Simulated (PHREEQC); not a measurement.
Consider water at 20 °C with 0.094 mol/kgw Cu(NO3)2, 0.00013 mol/kgw H4SiO4 and 0.032 mol/kgw ZnCl2. Closed to the air; pH follows from the charge balance.

Equilibrium calculation in PHREEQC: ion-association model, wateq4f.dat.

No solid was allowed to form.

Task: Predict the pH, activity of water.

Result: pH 4.33; activity of water 0.994.

Task: In which forms is Cu present?

Result: Cu+2 97 %, CuCl+ 3.3 % of the Cu.

The solution is supersaturated, for example in Atacamite, Quartz (slow to form), so a real one may precipitate; this is no full list. Complexes and solids missing from the database can't appear.
